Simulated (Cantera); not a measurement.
**Si + NF3 + H2 (silicon etching in halogen gases)**

Input: 1 mol Si, 0.93 mol NF3, 0.33 mol H2, at 900 K and 1.33 mbar.

Cantera equilibrium calculation (NASA polynomials, part measured and part estimated; ideal gas, pure solids and liquids). Candidate condensed phases: Si, Si3N4; 37 gas species. The tables' values for SiF3 are old estimates; treat these amounts as uncertain. The numbers say what is thermodynamically allowed, not how fast it happens.

```
Item                                 Result
--------------------------------  ---------
x(SiF4)                               0.540
x(H2)                                 0.255
x(N2)                                 0.204
x(HF)                              0.000314
x(SiHF3)                           0.000153
x(SiF3)                             1.08e-5
n(Si3N4(s))                       0.101 mol
gas amount                        1.291 mol
log10 activity of Si(s) (absent)      -6.26
```
